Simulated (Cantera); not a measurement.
**Equilibrium for chlorosilane synthesis and conversion: Si + HCl + H₂**

Charge: 1 mol Si, a varied amount of HCl, 14 mol H₂, at 1027 °C and 1600000 Pa.

Cantera equilibrium calculation (NASA polynomials, part measured and part estimated; ideal gas, pure solids and liquids). Candidate condensed phases: Si; 19 gas species. The tables' values for SiCl₃ are old estimates; treat these amounts as uncertain. Gases not in the tables: Si₂H₆ and higher silanes. Rates play no part.

From 0.57 mol HCl to 3.6 mol HCl the condensed part is Si(s). From 4 mol HCl to 4.3 mol HCl nothing is condensed. The main Si-bearing gas is SiHCl₃ at 0.57 mol HCl and SiCl₄ at 4.3 mol HCl.

| n(HCl) (mol) | x H₂ | x HCl | x SiHCl₃ | x SiCl₄ | x SiH₂Cl₂ | x SiCl₃ | n Si(s) |
|---|---|---|---|---|---|---|---|
| 0.57 | 0.977 | 0.0144 | 0.00436 | 0.00141 | 0.00190 | 0.000368 | 0.872 |
| 0.95 | 0.966 | 0.0176 | 0.00806 | 0.00323 | 0.00284 | 0.000684 | 0.765 |
| 1.3 | 0.958 | 0.0197 | 0.0114 | 0.00513 | 0.00355 | 0.000967 | 0.664 |
| 1.7 | 0.949 | 0.0215 | 0.0149 | 0.00743 | 0.00423 | 0.00128 | 0.549 |
| 2.1 | 0.941 | 0.0230 | 0.0183 | 0.00982 | 0.00482 | 0.00157 | 0.434 |
| 2.5 | 0.933 | 0.0242 | 0.0215 | 0.0122 | 0.00534 | 0.00186 | 0.318 |
| 2.8 | 0.927 | 0.0250 | 0.0238 | 0.0141 | 0.00569 | 0.00206 | 0.231 |
| 3.2 | 0.920 | 0.0259 | 0.0267 | 0.0165 | 0.00611 | 0.00232 | 0.116 |
| 3.6 | 0.913 | 0.0267 | 0.0295 | 0.0189 | 0.00650 | 0.00257 | 0.000883 |
| 4 | 0.902 | 0.0392 | 0.0262 | 0.0249 | 0.00387 | 0.00229 | 0 |
| 4.3 | 0.892 | 0.0500 | 0.0233 | 0.0287 | 0.00267 | 0.00206 | 0 |
x: gas mole fraction; n: condensed amount in mol.
